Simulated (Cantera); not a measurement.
# Thermodynamics of sublimation and decomposition of ceramics, feed AlN + H2

Input: 1 mol AlN, 0.016 mol H2, held at 16000 Pa.

Cantera equilibrium calculation (NASA polynomials, part measured and part estimated; ideal gas, pure solids and liquids). Candidate condensed phases: Al, AlN; 13 gas species. Rates play no part.

| T (K) | x H2 | x Al | x N2 | x H | x AlH | n AlN(s) |
|---|---|---|---|---|---|---|
| 1400 | 1.000 | 9.06e-8 | 7.66e-8 | 1.22e-5 | 6.64e-8 | 1.00 |
| 1500 | 1.000 | 1.08e-6 | 7.98e-7 | 4.40e-5 | 5.22e-7 | 1.00 |
| 1600 | 1.000 | 9.38e-6 | 6.25e-6 | 0.000136 | 3.14e-6 | 1.00 |
| 1700 | 1.000 | 6.24e-5 | 3.88e-5 | 0.000368 | 1.51e-5 | 1.000 |
| 1800 | 0.999 | 0.000334 | 0.000198 | 0.000894 | 6.08e-5 | 1.000 |
| 1900 | 0.995 | 0.00149 | 0.000850 | 0.00198 | 0.000210 | 1.000 |
| 2000 | 0.986 | 0.00570 | 0.00317 | 0.00404 | 0.000633 | 1.000 |
| 2100 | 0.961 | 0.0191 | 0.0104 | 0.00764 | 0.00170 | 1.000 |
| 2200 | 0.895 | 0.0572 | 0.0307 | 0.0133 | 0.00406 | 0.999 |
| 2300 | 0.733 | 0.155 | 0.0822 | 0.0207 | 0.00839 | 0.996 |
| 2400 | 0.372 | 0.388 | 0.202 | 0.0242 | 0.0127 | 0.983 |
x: gas mole fraction; n: condensed amount in mol.

From 1400 K to 2400 K the condensed part is AlN(s). The main Al-bearing gas is Al throughout.
